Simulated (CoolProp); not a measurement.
Vapour-liquid equilibrium of acetone (1) + cyclohexane (2) at 322.3 K; x and y are mole fractions of (1).

Computed with CoolProp (multi-fluid Helmholtz-energy mixture model, Lemmon 2006 and Zhou 2014; pair parameters Bell 2016).

```tsv
x	bubble pressure, mixture model (bar)	bubble pressure, Raoult's law (bar)	y, mixture model	y, Raoult's law
0.05	0.5237	0.3735	0.353	0.106
0.15	0.7086	0.4179	0.550	0.285
0.25	0.7871	0.4622	0.613	0.430
0.35	0.8224	0.5066	0.643	0.549
0.45	0.8415	0.5509	0.663	0.649
0.55	0.8548	0.5953	0.682	0.734
0.65	0.8648	0.6397	0.708	0.808
0.75	0.8691	0.6840	0.747	0.872
0.85	0.8605	0.7284	0.811	0.928
0.95	0.8268	0.7727	0.918	0.977
```

The largest gap from Raoult's law is +70.3 % in bubble pressure, at x = 0.25. y crosses x between x = 0.65 and 0.75: the model has an azeotrope there.

The pair parameters rest on a limited set of measurements; away from them the model extrapolates. With so large a gap from Raoult's law the liquid may split in two, which this calculation doesn't test in full.
